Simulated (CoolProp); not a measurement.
The fluid at 298.15 K and 0.0228 MPa is compressed adiabatically to 0.0679 MPa with isentropic efficiency 0.6. The same conditions are run with several fluids, on thermodynamics alone (safety and materials aside).

Values from CoolProp's reference Helmholtz-energy equation of state of each fluid (n-perfluoropentane: Gao 2022; R227EA: Lemmon 2016; neopentane: Lemmon 2006; cyclopentane: Gedanitz 2015; R365MFC: Lemmon 2016).

Q: Rank n-perfluoropentane, R227EA, neopentane, cyclopentane, R365MFC by work (kJ/kg), highest first.

A: cyclopentane (66.8), neopentane (64.1), R365MFC (30.8), R227EA (27.2), n-perfluoropentane (15.6)

```json
[
 {"fluid": "n-perfluoropentane", "final temperature (K)": "317.9", "final density (kg/m³)": "7.63"},
 {"fluid": "R227EA", "final temperature (K)": "331.5", "final density (kg/m³)": "4.24"},
 {"fluid": "neopentane", "final temperature (K)": "335.0", "final density (kg/m³)": "1.79"},
 {"fluid": "cyclopentane", "final temperature (K)": "349.8", "final density (kg/m³)": "1.67"},
 {"fluid": "R365MFC", "final temperature (K)": "329.5", "final density (kg/m³)": "3.76"}
]
```
